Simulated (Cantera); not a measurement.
## Ammonia decomposition in nitride growth gas

An isothermal, constant-pressure homogeneous reactor starts with NH₃ : N₂ = 1 : 5.5 (molar parts), at 2350 K and 1330 Pa.

Model: the gas-phase N/H chemistry of the illustrative SiF4/NH3 mechanism in the Surface Chemkin manual (1991), integrated in Cantera. Walls and surfaces, which speed up NH3 decomposition in real reactors, are not modelled.

```csv
t (s),x NH₃,x NH₂,x H₂,x H,x NH
4.00e-5,0.154,3.79e-5,1.59e-5,6.19e-6,9.31e-9
9.72e-5,0.154,0.000101,4.72e-5,6.40e-6,7.49e-8
0.000236,0.154,0.000253,0.000124,6.47e-6,5.50e-7
0.000574,0.153,0.000616,0.000318,7.17e-6,3.75e-6
0.00139,0.152,0.00144,0.000938,1.28e-5,1.73e-5
0.00339,0.149,0.00269,0.00425,4.60e-5,4.90e-5
0.00823,0.138,0.00258,0.0182,0.000133,7.90e-5
0.0200,0.115,0.00186,0.0488,0.000270,9.01e-5
0.0486,0.0757,0.00121,0.100,0.000518,8.58e-5
0.118,0.0307,0.000584,0.159,0.000959,6.21e-5
0.287,0.00470,0.000147,0.193,0.00190,2.87e-5
0.697,7.60e-5,7.13e-6,0.196,0.00576,4.29e-6
1.69,6.15e-7,1.66e-7,0.190,0.0161,2.90e-7
4.12,2.46e-8,1.45e-8,0.180,0.0332,5.53e-8
10.0,1.04e-8,8.52e-9,0.173,0.0443,4.48e-8
```
x: mole fraction; the columns are a selection and need not sum to one.

Equilibrium at this temperature and pressure: NH₃ 1.04e-8, NH₂ 8.74e-9, H₂ 0.173, H 0.0452, NH 4.72e-8 (gas phase only).
